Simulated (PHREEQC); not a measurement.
Dissolve 0.034 mol/kgw AgNO3, 0.0028 mol/kgw NaNO3 and 0.26 mol/kgw Zn(NO3)2 at 25 °C. Closed to the air; pH follows from the charge balance.

The numbers come from PHREEQC with the ion-association model, wateq4f.dat.

* **pH**: 5.11
* **ionic strength**: 0.814 mol/kgw
* **activity of water**: 0.986

| species | molality | activity | log γ |
|---|---|---|---|
| NO3- | 0.554 | 0.316 | -0.244 |
| Zn+2 | 0.260 | 0.0566 | -0.662 |
| Ag+ | 0.0308 | 0.0235 | -0.117 |
| AgNO3 | 0.00316 | 0.00381 | 0.081 |
| Na+ | 0.00280 | 0.00198 | -0.150 |
| H+ | 1.03e-5 | 7.75e-6 | -0.125 |

No solid was allowed to form. The ionic strength is past about 0.7 mol/kgw, beyond the range of this activity model, so the values are rough. Complexes and solids missing from the database can't appear.
